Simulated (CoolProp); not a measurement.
A simple Rankine cycle with R365MFC: condensing at 311.15 K, boiler at 0.54 MPa, turbine inlet 374.7 K, turbine efficiency 0.75, pump efficiency 0.8, no recuperator. Each further row changes one setting.

Computed with CoolProp (reference Helmholtz-energy equation of state, Lemmon 2016).

| case | thermal efficiency (%) | net work (kJ/kg) | heat in (kJ/kg) | turbine exit temperature (K) | volume ratio over the turbine |
|---|---|---|---|---|---|
| as stated | 9.6 | 23.9 | 249 | 344.5 | 5.98 |
| turbine inlet 394.7 K | 9.4 | (withheld) | 274 | 365.5 | 5.86 |
| condensing temperature 303.15 K | 10.8 | 28.0 | 260 | (withheld) | 8.04 |
| boiler pressure 0.378 MPa | 7.8 | 19.7 | 252 | (withheld) | 4.06 |
| turbine efficiency 0.65 | 8.3 | (withheld) | 249 | 347.5 | 6.04 |

Problem. What belongs in the gaps?

Solution. 
- turbine inlet 394.7 K, net work (kJ/kg): 25.7
- condensing temperature 303.15 K, turbine exit temperature (K): 340.2
- boiler pressure 0.378 MPa, turbine exit temperature (K): 351.9
- turbine efficiency 0.65, net work (kJ/kg): 20.6
